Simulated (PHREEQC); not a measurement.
A solution holds 0.88 mol HF and 0.001 mol KF per kg of water, at 25 °C. It is in equilibrium with CO2 at log p = -2 (atm). Otherwise closed; pH follows from the charge balance.

Equilibrium calculation in PHREEQC: ion-association model, wateq4f.dat.

Precipitation was switched off in this run.

### Question
Predict the pH.

### Answer
pH 1.67.

### Question
In which forms is F present?

### Answer
H2F2 60 %, HF 36 %, HF2- 3.2 %, F- 1.3 % of the F.

Complexes and solids missing from the database can't appear. wateq4f.dat counts part of the HF as a dimer, H2F2, which phreeqc.dat doesn't know; its constant is uncertain.
